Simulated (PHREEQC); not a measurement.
1 kg of water holding 0.45 mol/kgw Na2SO4, 0.0052 mol/kgw Na2CO3, 0.034 mol/kgw KCl and 0.00058 mol/kgw Na2B4O7 is evaporated at 25 °C; the solids stay in contact with the brine. The system is closed to CO2. Solids allowed: Arcanite, Burkeite, Glaserite, Halite, Kalicinite, Mirabilite, Misenite, Nahcolite, Natron, Sylvite, Thenardite, Trona, Borax, Boric_acid,s, KB5O8:4H2O, K2B4O7:4H2O, NaBO2:4H2O, NaB5O8:5H2O, Teepleite. Others were left out.

Model: Pitzer model, pitzer.dat, run in PHREEQC.

Problem. Predict ionic strength, water activity at water left (kg) = 0.375, 0.01457, 0.005033.

Solution. 
```tsv
water left (kg)	ionic strength	water activity
0.375	3.73	0.956
0.01457	10.1	0.805
0.005033	9.67	0.715
```

Complexes and solids missing from the database can't appear.
